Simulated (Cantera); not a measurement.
Input (Python, Cantera) and output of one run.

```python
import numpy as np
import cantera as ct

gas_names = """
    O2 CO
""".split()
cond_names = """
    Ti(b) TiC(s) TiO(b) TiO2(ru) Ti2O3(b) Ti3O5(b) Ti4O7(s)
""".split()


# ... load() reads the species with a 1 bar reference pressure and builds the phases ...
species = {s.name: s for s in load("nasa_gas.yaml", gas_names) + load("nasa_condensed.yaml", cond_names)}
T = 1600
g = {n: (s.thermo.h(T) - T * s.thermo.s(T)) / (ct.gas_constant * T * np.log(10)) for n, s in species.items()}
valid = cond_names  # the entries whose range holds T


def stable(la, lb):
    # potentials (over RT ln 10) of the two non-metals from log10 p(O2) and log10 p(CO) in bar
    mu = {}
    mu["O"] = (g["O2"] + la) / 2
    mu["C"] = (g["CO"] + lb - 1 * mu["O"]) / 1
    cost = {}
    for n in valid:
        c = species[n].composition
        cost[n] = (g[n] - sum(c.get(e, 0) * m for e, m in mu.items())) / c["Ti"]
    return min(cost, key=cost.get)


results = []
for lb in [0, -1.5, -3, -4.5, -6, -7.5, -9, -10.5, -12]:
    row = [stable(la, lb) for la in [-18, -16.9, -15.9, -14.8, -13.8, -12.7, -11.6, -10.6, -9.5, -8.5, -7.4, -6.4, -5.3, -4.2, -3.2, -2.1, -1.1, 0]]
    results.append(row)
    print(f"{lb:6.1f}  " + " ".join(f"{valid.index(n):x}" for n in row))
print("key: " + ", ".join(f"{i:x} {n}" for i, n in enumerate(valid)))
```

It prints:

```
   0.0  1 1 5 5 6 3 3 3 3 3 3 3 3 3 3 3 3 3
  -1.5  1 4 5 5 6 3 3 3 3 3 3 3 3 3 3 3 3 3
  -3.0  4 4 5 5 6 3 3 3 3 3 3 3 3 3 3 3 3 3
  -4.5  4 4 5 5 6 3 3 3 3 3 3 3 3 3 3 3 3 3
  -6.0  4 4 5 5 6 3 3 3 3 3 3 3 3 3 3 3 3 3
  -7.5  4 4 5 5 6 3 3 3 3 3 3 3 3 3 3 3 3 3
  -9.0  4 4 5 5 6 3 3 3 3 3 3 3 3 3 3 3 3 3
 -10.5  4 4 5 5 6 3 3 3 3 3 3 3 3 3 3 3 3 3
 -12.0  4 4 5 5 6 3 3 3 3 3 3 3 3 3 3 3 3 3
key: 0 Ti(b), 1 TiC(s), 2 TiO(b), 3 TiO2(ru), 4 Ti2O3(b), 5 Ti3O5(b), 6 Ti4O7(s)
```

Cantera with NASA thermochemical tables; ideal gases at 1 bar, condensed phases pure. TiC, TiO: taken at fixed stoichiometry. Not in the tables: Magnéli phases beyond Ti4O7, TiC-TiO solid solutions. Part of the grid cannot be reached: there another gas would pass 10 bar, or a non-metal would condense.
